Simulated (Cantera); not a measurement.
An isothermal, constant-pressure homogeneous reactor starts with CH4 : H2 = 1 : 9.3 (molar parts), at 1975 K and 50.0 Pa. Integrator tolerance rtol = 1e-08.

Cantera simulation using GRI-Mech 3.0 (53 species, 325 reactions); the numbers are that mechanism's predictions, not measurements. GRI-Mech 3.0 stops at C3 and has no aromatics, soot or wall deposition, so with more carbon than oxygen in the feed, carbon stays in small species such as C2H2 where larger ones or solid carbon would form. Radical loss at walls, strong at low pressure, is not modelled.

| quantity | before | after |
|---|---|---|
| x(CH4) at 6.00 s | 0.000771 (gas-phase equilibrium 1.56e-6) | 0.00339 (gas-phase equilibrium 0.00339) |
| x(H2) at 6.00 s | 0.943 (gas-phase equilibrium 0.899) | 0.953 (gas-phase equilibrium 0.953) |
| x(C2H2) at 6.00 s | 0.0435 (gas-phase equilibrium 0.0429) | 0.0423 (gas-phase equilibrium 0.0423) |
| x(C2H6) at 6.00 s | 3.58e-9 (gas-phase equilibrium <1e-12) | 1.67e-7 (gas-phase equilibrium 1.67e-7) |
| x(H) at 6.00 s | 0.0127 (gas-phase equilibrium 0.0584) | 0.00135 (gas-phase equilibrium 0.00135) |
| x(CH3) at 6.00 s | 0.000206 (gas-phase equilibrium 2.01e-6) | 9.46e-5 (gas-phase equilibrium 9.46e-5) |
| x(C2H4) at 6.00 s | 1.53e-6 (gas-phase equilibrium 1.49e-7) | 0.000311 (gas-phase equilibrium 0.000311) |

Question: Name the change that produced these shifts.
A. H2 9.3 to 1.6 parts
B. H2 9.3 to 28 parts
C. CH4 1 to 1.9 parts
D. pressure from 50.0 Pa to 100000 Pa

Answer: D, pressure from 50.0 Pa to 100000 Pa
